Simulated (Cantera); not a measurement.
Charge: 1 mol SiH2Cl2, 0.75 mol Cl2, 10 mol N2, 0.045 mol HCl, at 26.3 Torr.

Equilibrium computed with Cantera from the NASA thermochemical tables; the gas is ideal and each condensed phase is pure. Candidate condensed phases: NH4Cl, Si, Si3N4; 28 gas species. N2 is the only nitrogen source here; it is nearly inert below about 1500 K, so the nitride shown seldom forms there in practice. The tables' values for SiCl3, SiCl are old estimates; treat these amounts as uncertain. The numbers say what is thermodynamically allowed, not how fast it happens.

x: gas mole fraction; n: condensed amount in mol.

```csv
T (K),x N2,x HCl,x SiCl2,x SiCl4,x H2,x SiCl3,n Si3N4(s)
1375,0.804,0.131,0.00616,0.0324,0.0190,0.00659,0.151
1425,0.802,0.129,(withheld),(withheld),0.0194,0.00944,(withheld)
1475,0.798,0.125,0.0246,0.0194,0.0205,0.0119,0.103
1525,0.794,0.119,0.0402,0.0118,0.0227,0.0126,0.0645
1575,0.790,0.110,0.0567,0.00590,0.0262,0.0113,0.0219
1625,0.788,0.106,0.0662,(withheld),0.0275,0.00938,0
1675,0.786,0.109,0.0686,0.00193,0.0257,0.00798,0
1725,0.785,0.112,0.0705,0.00120,0.0244,0.00672,0
```

### Question
Some entries are withheld; supply them.

### Answer

- 1625, x SiCl4: 0.00309
- 1425, x SiCl2: 0.0131
- 1425, x SiCl4: 0.0268
- 1425, n Si3N4(s): 0.132
